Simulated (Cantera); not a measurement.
Input: 1 mol SiO2, 900 mol H2, 2.5 mol N2, at 850 °C and 76.0 Pa.

These are equilibrium values from Cantera (NASA tables, ideal gas, pure condensed phases), not measurements of a reactor. Candidate condensed phases: H2O, Si, SiO2, Si2N2O, Si3N4; 35 gas species. N2 is the only nitrogen source here; it is nearly inert below about 1500 K, so the nitride shown seldom forms there in practice. Mutual solubility and eutectic melting of coexisting phases are not modelled. The numbers say what is thermodynamically allowed, not how fast it happens.

Base state: H2 0.997, N2 0.00277 (mole fractions); condensed: SiO2(β-quartz) + Si2N2O(s).

Q: What changes in the equilibrium state with this change: SiO2 replaced by V2O5?

A: 
```
species                before    after
-------------------  --------  -------
H2                      0.997    0.995
N2                    0.00277  0.00277
H2O                   3.31e-6  0.00222
SiO2(β-quartz), mol     0.998        0
Si2N2O(s), mol       0.000910        0
V2O3(s), mol                0     1.00
```
Condensed phases not in the tables: the oxides between V2O3 and V2O5 other than VO2. Further candidate phases: V, VN, VO, V2O3, V2O4, V2O5.
